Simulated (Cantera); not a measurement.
What does this Cantera script print?

```python
import numpy as np
import cantera as ct

gas = ct.Solution("gri30.yaml")
gas.TPX = 1350, 37000, {'C2H6': 1, 'N2': 1.1}
inlet = ct.Reservoir(gas, clone=True)

reactor = ct.IdealGasConstPressureReactor(gas, energy="off", clone=False)
exhaust = ct.Reservoir(gas, clone=True)
tau = [0.52, 0.34, 0.23, 0.15, 0.1, 0.068, 0.046, 0.03, 0.02, 0.014, 0.009][0]
for a, b in ((inlet, reactor), (reactor, exhaust)):
    ct.MassFlowController(a, b, mdot=lambda t: reactor.mass / tau)
net = ct.ReactorNet([reactor])
show = ['C2H6', 'CH2', 'H2', 'C2H2', 'C2H4']

rows = []
print(f"{'tau/s':>10s}{'T/K':>9s}" + "".join(f"{s:>11s}" for s in show))
for tau in [0.52, 0.34, 0.23, 0.15, 0.1, 0.068, 0.046, 0.03, 0.02, 0.014, 0.009]:
    net.initial_time = 0.0
    net.advance(30 * tau)
    before = gas.X
    net.advance(40 * tau)
    drift = np.max(np.abs(gas.X - before) / (gas.X + 1e-9))
    rows.append([gas.T, *gas[show].X, drift])
    print(f"{tau:10.3e}{gas.T:9.1f}" + "".join(f"{x:11.3e}" for x in gas[show].X))
```

Result:

```
     tau/s      T/K       C2H6        CH2         H2       C2H2       C2H4
 5.200e-01   1350.0  2.252e-03  1.638e-09  3.694e-01  1.772e-01  5.764e-02
 3.400e-01   1350.0  3.005e-03  2.121e-09  3.662e-01  1.727e-01  6.324e-02
 2.300e-01   1350.0  3.960e-03  2.700e-09  3.617e-01  1.673e-01  6.973e-02
 1.500e-01   1350.0  5.419e-03  3.527e-09  3.549e-01  1.596e-01  7.860e-02
 1.000e-01   1350.0  7.376e-03  4.557e-09  3.464e-01  1.505e-01  8.898e-02
 6.800e-02   1350.0  9.985e-03  5.826e-09  3.364e-01  1.399e-01  1.007e-01
 4.600e-02   1350.0  1.369e-02  7.485e-09  3.244e-01  1.274e-01  1.144e-01
 3.000e-02   1350.0  1.951e-02  9.850e-09  3.092e-01  1.118e-01  1.307e-01
 2.000e-02   1350.0  2.751e-02  1.276e-08  2.929e-01  9.561e-02  1.466e-01
 1.400e-02   1350.0  3.737e-02  1.598e-08  2.773e-01  8.091e-02  1.596e-01
 9.000e-03   1350.0  5.469e-02  2.091e-08  2.562e-01  6.299e-02  1.725e-01
```

Computed with Cantera and GRI-Mech 3.0 (53 species, 325 reactions). GRI-Mech 3.0 stops at C3 and has no aromatics, soot or wall deposition, so with more carbon than oxygen in the feed, carbon stays in small species such as C2H2 where larger ones or solid carbon would form.
